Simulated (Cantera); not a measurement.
Input: 1 mol Al(CH3)3, 0.21 mol H2O, 3.4 mol N2, equilibrated at 1073.15 K.

Method: chemical equilibrium by Gibbs-energy minimisation in Cantera with the NASA 1993 tables (ideal gas, pure condensed phases). Candidate condensed phases: Al, AlN, Al2O3, C, C6H6, C7H8, C8H18, H2O; 148 gas species. The feed counts by its element totals alone. Mutual solubility and eutectic melting of coexisting phases are not modelled. Rates play no part.

Question: At 1.00 bar, list the 4 most abundant gas species with their mole fractions, and the condensed phases.

Answer: H2 0.591, N2 0.393, CH4 0.0160, NH3 0.000105. Condensed: AlN(s) + Al2O3(s) + C(graphite).
